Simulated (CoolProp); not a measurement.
A Linde-Hampson liquefier for ethane: isothermal reversible compression at 320 K from 1 atm to 15 MPa, throttling to 1 atm, return gas leaving the recuperator 0 K below the feed. Each further row changes one setting.

Model: reference Helmholtz-energy equation of state, Bücker 2006, in CoolProp.

| case | liquid yield per pass | compression work (kJ/kg of gas) |
|---|---|---|
| as stated | 0.457 | 353 |
| high pressure 30 MPa | 0.467 | 390 |
| warm-end temperature 350 K | 0.359 | 414 |
| warm-end gap 5 K | 0.450 | 353 |
